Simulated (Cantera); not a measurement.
## Low-pressure radical oxidation in H2/O2

An isothermal, constant-pressure homogeneous reactor starts with H₂ : O₂ = 0.26 : 1 (molar parts), equivalence ratio 0.13, at 975 K and 8.25 Torr.

Cantera simulation using the H2/O2 subset of GRI-Mech 3.0, which has no nitrogen chemistry; the numbers are that mechanism's predictions, not measurements. Radical loss at walls, strong at low pressure, is not modelled. The temperature is held fixed by assumption; the heat of reaction is taken as removed at once.

```tsv
t (s)	x H₂	x O₂	x HO₂	x H	x H₂O₂	x H₂O	x O
2.00e-5	0.206	0.794	1.30e-11	1.26e-11	<1e-12	<1e-12	<1e-12
4.93e-5	0.206	0.794	3.21e-11	3.03e-11	<1e-12	1.32e-12	2.98e-12
0.000121	0.206	0.794	7.92e-11	7.66e-11	<1e-12	1.41e-11	1.61e-11
0.000299	0.206	0.794	1.97e-10	2.46e-10	<1e-12	1.43e-10	8.94e-11
0.000737	0.206	0.794	5.06e-10	1.78e-9	<1e-12	2.15e-9	8.16e-10
0.00182	0.206	0.794	3.59e-9	1.38e-7	2.12e-12	2.04e-7	6.52e-8
0.00447	0.196	0.788	5.48e-6	0.00501	2.33e-8	0.00744	0.00225
0.0110	0.00772	0.736	1.45e-5	0.0366	3.06e-7	0.192	0.0234
0.0271	0.00136	0.765	1.24e-5	0.00200	4.14e-7	0.226	0.00388
0.0669	0.000160	0.769	5.11e-6	5.83e-5	3.11e-7	0.230	0.000405
0.165	2.16e-5	0.770	1.34e-6	2.96e-6	1.65e-7	0.230	5.55e-5
0.406	3.37e-6	0.770	3.29e-7	2.50e-7	7.68e-8	0.230	1.07e-5
1.00	6.51e-7	0.770	9.11e-8	3.13e-8	3.56e-8	0.230	2.68e-6
```
x: mole fraction; the columns are a selection and need not sum to one.

Equilibrium at this temperature and pressure: H₂ 1.02e-10, O₂ 0.770, HO₂ 8.04e-10, H <1e-12, H₂O₂ 4.29e-11, H₂O 0.230, O 6.07e-10 (gas phase only).
